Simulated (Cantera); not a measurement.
**Ignition delay**

Mixture: 20.1 % CH4, 16.8 % O2, 63.1 % N2, at 9.87 atm, adiabatic and at constant volume. Ignition delay is the time to a rise of 400 K.

Cantera simulation using GRI-Mech 3.0 (53 species, 325 reactions); the numbers are that mechanism's predictions, not measurements.

```csv
T0 (K),delay (ms)
1025,81.8
1125,19.1
1225,5.27
1325,1.63
1425,0.554
1525,0.201
1625,0.0782
1725,0.0328
1825,0.0151
```

```json
{
 "apparent activation energy between 1625 and 1825 K": "200 kJ/mol"
}
```
